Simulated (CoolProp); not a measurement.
Properties of tetradecamethylhexasiloxane (MD4M) along the isobar 1.89 MPa (Tc = 653.2 K, pc = 0.8286 MPa, ω = 0.800).

The numbers come from the reference Helmholtz-energy equation of state, Thol 2019 in CoolProp.

```json
[
 {"T (K)": "438.3", "phase": "liquid", "cv (kJ/(kg K))": "1.768", "expansivity (1/kK)": "1.330", "fugacity coefficient": "0.004794"},
 {"T (K)": "456.4", "phase": "liquid", "cv (kJ/(kg K))": "1.805", "expansivity (1/kK)": "1.390", "fugacity coefficient": "0.008977"},
 {"T (K)": "474.6", "phase": "liquid", "cv (kJ/(kg K))": "1.842", "expansivity (1/kK)": "1.459", "fugacity coefficient": "0.01569"},
 {"T (K)": "492.8", "phase": "liquid", "cv (kJ/(kg K))": "1.878", "expansivity (1/kK)": "1.540", "fugacity coefficient": "0.02575"},
 {"T (K)": "511", "phase": "liquid", "cv (kJ/(kg K))": "[?]", "expansivity (1/kK)": "1.635", "fugacity coefficient": "0.03999"},
 {"T (K)": "529.1", "phase": "liquid", "cv (kJ/(kg K))": "1.948", "expansivity (1/kK)": "1.749", "fugacity coefficient": "0.05905"},
 {"T (K)": "547.3", "phase": "liquid", "cv (kJ/(kg K))": "1.982", "expansivity (1/kK)": "1.888", "fugacity coefficient": "0.08374"},
 {"T (K)": "565.5", "phase": "liquid", "cv (kJ/(kg K))": "2.015", "expansivity (1/kK)": "2.063", "fugacity coefficient": "0.1143"},
 {"T (K)": "583.7", "phase": "liquid", "cv (kJ/(kg K))": "2.048", "expansivity (1/kK)": "[?]", "fugacity coefficient": "0.1510"},
 {"T (K)": "601.8", "phase": "liquid", "cv (kJ/(kg K))": "[?]", "expansivity (1/kK)": "2.588", "fugacity coefficient": "[?]"},
 {"T (K)": "620", "phase": "liquid", "cv (kJ/(kg K))": "2.112", "expansivity (1/kK)": "3.010", "fugacity coefficient": "0.2408"}
]
```

Some entries are withheld; supply them.


- 511, cv (kJ/(kg K)): 1.913
- 583.7, expansivity (1/kK): 2.288
- 601.8, cv (kJ/(kg K)): 2.080
- 601.8, fugacity coefficient: 0.1932
